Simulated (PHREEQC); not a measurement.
A solution holds 50 mmol/kgw FeSO4, 2.4 mmol/kgw NiCl2, 4.4 mmol/kgw H2SO4 and 21 mmol/kgw Na2SO4, at 60 °C. Closed to the air; pH follows from the charge balance.

All values are PHREEQC results (ion-association model, wateq4f.dat), not measurements.

No solid was allowed to form.

Estimate the pH.

pH 2.77.

In which forms is Fe present?

FeSO4 53 %, Fe+2 46 %, FeHSO4+ 1.1 % of the Fe.

Complexes and solids missing from the database can't appear. Constants without temperature data keep their 25 °C values here.
